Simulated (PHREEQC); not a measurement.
A solution holds 27 mmol/kgw HF and 39 mmol/kgw (CH3)4NF, at 20 °C. Closed to the air; pH follows from the charge balance.

All values are PHREEQC results (ion-association model, phreeqc.dat), not measurements.

Each row changes one thing in this solution. No solid was allowed to form.

```json
[
 {"case": "as made", "pH": "3.25", "ionic strength (mol/kgw)": "0.0396", "F- (mol/kgw)": "0.0365", "HF (mol/kgw)": "0.0232", "HF2- (mol/kgw)": "0.00312"},
 {"case": "(CH3)4NF from 0.039 to 0.195 mol/kgw", "pH": "4.03", "ionic strength (mol/kgw)": "0.195", "F- (mol/kgw)": "0.184", "HF (mol/kgw)": "?", "HF2- (mol/kgw)": "0.0108"},
 {"case": "HF replaced by KHF2 at the same molality", "pH": "3.48", "ionic strength (mol/kgw)": "0.0664", "F- (mol/kgw)": "0.0615", "HF (mol/kgw)": "0.0217", "HF2- (mol/kgw)": "0.00491"},
 {"case": "(CH3)4NF from 0.039 to 0.0195 mol/kgw", "pH": "2.97", "ionic strength (mol/kgw)": "0.0207", "F- (mol/kgw)": "0.0190", "HF (mol/kgw)": "?", "HF2- (mol/kgw)": "0.00169"},
 {"case": "HF from 0.027 to 0.27 mol/kgw", "pH": "2.08", "ionic strength (mol/kgw)": "0.0487", "F- (mol/kgw)": "0.0260", "HF (mol/kgw)": "?", "HF2- (mol/kgw)": "0.0227"},
 {"case": "0.0057 mol/kgw NaOH added", "pH": "3.42", "ionic strength (mol/kgw)": "0.0450", "F- (mol/kgw)": "0.0423", "HF (mol/kgw)": "?", "HF2- (mol/kgw)": "0.00281"},
 {"case": "diluted 10-fold with water", "pH": "3.39", "ionic strength (mol/kgw)": "0.00433", "F- (mol/kgw)": "0.00430", "HF (mol/kgw)": "0.00223", "HF2- (mol/kgw)": "?"}
]
```

Q: Fill in the missing entries.

A: 
- (CH3)4NF from 0.039 to 0.195 mol/kgw, HF (mol/kgw): 0.0161
- (CH3)4NF from 0.039 to 0.0195 mol/kgw, HF (mol/kgw): 0.0241
- HF from 0.027 to 0.27 mol/kgw, HF (mol/kgw): 0.238
- 0.0057 mol/kgw NaOH added, HF (mol/kgw): 0.0181
- diluted 10-fold with water, HF2- (mol/kgw): 3.53e-5

(CH3)4N+ isn't in the database: it is added as a free cation with an ion size of 4 Å.
